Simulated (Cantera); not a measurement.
**Thermodynamics of iron carbonyl, mercury and lead vapours, feed Fe(CO)5 + CO + N2**

A closed system holds: 1 mol Fe(CO)5, 0.034 mol CO, 13 mol N2, held at 0.750 bar.

Equilibrium computed with Cantera from the NASA thermochemical tables; the gas is ideal and each condensed phase is pure. Candidate condensed phases: C, Fe, Fe(CO)5, FeO, Fe2O3, Fe3O4; 27 gas species. Iron dissolves carbon and melts from about 1420 K in contact with it, which pure phases cannot show. Condensed phases not in the tables: cementite and carbon dissolved in iron. Equilibrium is a limit: real reactors are often held back by kinetics, nucleation or transport.

From 1025 K to 1175 K the condensed part is C(graphite) + Fe(α). From 1225 K to 1525 K the condensed part is C(graphite) + Fe(γ). At 1575 K the condensed part is Fe(γ).

```tsv
T (K)	log p N2	log p CO	log p CO2	log p Fe	log p C2N2	n C(graphite)	n Fe(α)	n Fe(γ)
1025	-0.26	-0.73	-1.91	<-12	<-12	0.289	1.00	0
1075	-0.26	-0.70	-2.26	<-12	<-12	0.130	1.00	0
1125	-0.27	-0.69	-2.61	-11.47	<-12	0.0590	1.00	0
1175	-0.27	-0.68	-2.93	-10.68	-11.74	0.0280	1.00	0
1225	-0.27	-0.68	-3.24	-9.95	-11.17	0.0140	0	1.00
1275	-0.27	-0.68	-3.51	-9.28	-10.65	0.00735	0	1.00
1325	-0.27	-0.68	-3.77	-8.66	-10.17	0.00406	0	1.00
1375	-0.27	-0.68	-4.01	-8.09	-9.72	0.00234	0	1.00
1425	-0.27	-0.68	-4.23	-7.55	-9.30	0.00141	0	1.000
1475	-0.27	-0.68	-4.44	-7.06	-8.91	0.000875	0	1.000
1525	-0.27	-0.68	-4.63	-6.60	-8.55	0.000563	0	1.000
1575	-0.27	-0.68	-4.81	-6.17	-8.21	0	0	1.000
```
log p: log10 of the partial pressure in bar; n: condensed amount in mol.
